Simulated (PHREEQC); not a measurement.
# Copper plating or etch bath

A solution holds 0.0045 mol/kgw Cu(NO3)2, 5.2e-05 mol/kgw H2SO4 and 0.00016 mol/kgw FeCl3, at 20 °C. Closed to the air; pH follows from the charge balance.

All values are PHREEQC results (ion-association model, phreeqc.dat), not measurements.

No solid was allowed to form.

Task: Predict the pH, specific conductance.

Result: pH 3.55; specific conductance 1020 µS/cm.

Task: In which forms is S present?

Result: SO4-2 72 %, CuSO4 25 %, FeSO4+ 1.6 %, HSO4- 1.3 % of the S.

Examples of supersaturated solids here: Fe(OH)3(a), Hematite (slow to form). Others may be too.
